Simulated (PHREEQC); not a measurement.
PHREEQC input (ion-association model, wateq4f.dat):

```
SOLUTION_MASTER_SPECIES
  An  An-  0  An  62.0  # stands for a non-complexing anion
SOLUTION_SPECIES
  An- = An-
    -log_k 0
    -gamma 3.0 0
PHASES
  Fix_H+
    H+ = H+
    -log_k 0
SOLUTION 1
  temp 25
  units mmol/kgw
  pH 7 charge
  F 0.0014
  Na 50.0014
  Cl 0.09
  Mn(2) 0.045
  An 50
END
SELECTED_OUTPUT 1
  -reset false
  -pH true
  -pe true
  -ionic_strength true
  -water true
  -totals Cl F Mn Na Mn(2) Mn(3) Mn(6) Mn(7)
  -molalities Hfo_wOH Hfo_wOH2+ Hfo_wO- Hfo_sOH Hfo_sOH2+ Hfo_sO- Hfo_sOMn+ Hfo_wOMn+ Hfo_wF Hfo_wOHF-
  -saturation_indices Pyrochroite Halite
USER_PUNCH 1
  -headings sigma psi
  10 PUNCH EDL("sigma", "Hfo"), EDL("psi", "Hfo")
PRINT
  -reset false
USE solution 1
SURFACE 1
  Hfo_wOH 0.000382022 600 0.17
  Hfo_sOH 9.55056e-06
EQUILIBRIUM_PHASES 1
  Fix_H+ -4 HAn 10
    -force_equality true
END
# ... the last block is repeated for the other 12 points of pH, with NaOH or the acid as the point needs
```

Selected output (columns that matter, 13 of 13 rows; pH added in front):

```
pH	mu	Cl	F	Mn	Na	m_Hfo_wOH	m_Hfo_wOH2+	m_Hfo_wO-	m_Hfo_sOH	m_Hfo_sOH2+	si_Pyrochroite	si_Halite	sigma	psi
4	0.050409	9e-05	2.8838e-07	4.5e-05	0.050001	7.7352e-05	0.00030311	4.5222e-07	1.9394e-06	7.5995e-06	-11.866	-7.1037	0.2932	0.15954
4.67	0.050277	9e-05	3.9421e-07	4.4994e-05	0.050001	0.0001511	0.00022761	2.298e-06	3.7854e-06	5.7021e-06	-10.526	-7.1035	0.21802	0.14446
5.33	0.050219	9e-05	6.2009e-07	4.4918e-05	0.050001	0.00021665	0.00015777	6.8153e-06	5.3824e-06	3.9197e-06	-9.2063	-7.1035	0.14593	0.12409
6	0.050181	9e-05	9.336e-07	4.3939e-05	0.050001	0.00026074	0.00010609	1.468e-05	5.8268e-06	2.3709e-06	-7.8757	-7.1034	0.089066	0.099413
6.67	0.050144	9e-05	1.1945e-06	3.8688e-05	0.050001	0.00028376	7.1937e-05	2.5642e-05	2.7642e-06	7.0077e-07	-6.591	-7.1034	0.050027	0.071934
7.33	0.050109	9e-05	1.3286e-06	3.0523e-05	0.050005	0.00028846	4.9759e-05	3.8308e-05	3.8229e-07	6.5945e-08	-5.3739	-7.1033	0.024482	0.042782
8	0.050099	9e-05	1.3776e-06	1.0661e-05	0.050063	0.00027096	2.9915e-05	5.6225e-05	8.1638e-08	9.0132e-09	-4.4913	-7.1027	0.0075689	0.014612
8.67	0.050103	9e-05	1.3938e-06	1.0071e-06	0.050104	0.00025405	2.0182e-05	7.3263e-05	5.5392e-08	4.4003e-09	-4.1784	-7.1024	-0.008614	-0.016566
9.33	0.050133	9e-05	1.3983e-06	6.9258e-08	0.050148	0.00024146	1.4788e-05	9.032e-05	5.1268e-08	3.1398e-09	-4.0317	-7.102	-0.028967	-0.048925
10	0.050246	9e-05	1.3995e-06	5.5056e-09	0.050277	0.00022012	9.4958e-06	0.00011689	4.6654e-08	2.0127e-09	-3.8386	-7.1011	-0.059053	-0.079558
10.67	0.050722	9e-05	1.3999e-06	7.37e-10	0.050777	0.0001827	4.8094e-06	0.00015899	3.8718e-08	1.0192e-09	-3.5431	-7.0974	-0.10332	-0.1065
11.33	0.052822	9e-05	1.4e-06	2.5379e-10	0.052907	0.00012693	1.6942e-06	0.00021787	2.69e-08	3.5903e-10	-3.09	-7.0822	-0.16198	-0.1281
12	0.062765	8.9999e-05	1.4e-06	4.1244e-10	0.062886	5.9477e-05	2.8263e-07	0.00028674	1.2605e-08	5.9896e-11	-2.3126	-7.0189	-0.22848	-0.1412
```
